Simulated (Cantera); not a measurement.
Input: 1 mol TEOS, 16 mol N2O, 15 mol N2, 0.32 mol O2, equilibrated at 0.00133 bar.

Equilibrium computed with Cantera from the NASA thermochemical tables; the gas is ideal and each condensed phase is pure. Candidate condensed phases: C, C6H6, C7H8, C8H18, H2O, Si, SiC, SiO2, Si2N2O, Si3N4; 151 gas species. The feed counts by its element totals alone. The tables hold silica as quartz up to 1696 K and as liquid above; real silica turns to tridymite and cristobalite and melts near 1996 K. The numbers say what is thermodynamically allowed, not how fast it happens.

**Question.** Which condensed phases are stable at each of these points (T (K)): 823, 923, 1023, 1123, 1223, 1323, 1423, 1523, 1623, 1723?

**Answer.** 
| T (K) | condensed phases | Si condensed (%) |
|---|---|---|
| 823 | SiO2(α-quartz) | 100.0 |
| 923 | SiO2(β-quartz) | 100.0 |
| 1023 | SiO2(β-quartz) | 100.0 |
| 1123 | SiO2(β-quartz) | 100.0 |
| 1223 | SiO2(β-quartz) | 100.0 |
| 1323 | SiO2(β-quartz) | 100.0 |
| 1423 | SiO2(β-quartz) | 100.0 |
| 1523 | SiO2(β-quartz) | 100.0 |
| 1623 | SiO2(β-quartz) | 99.9 |
| 1723 | SiO2(condensed) | 99.4 |

At 823 K the condensed part is SiO2(α-quartz). From 923 K to 1623 K the condensed part is SiO2(β-quartz). At 1723 K the condensed part is SiO2(condensed).
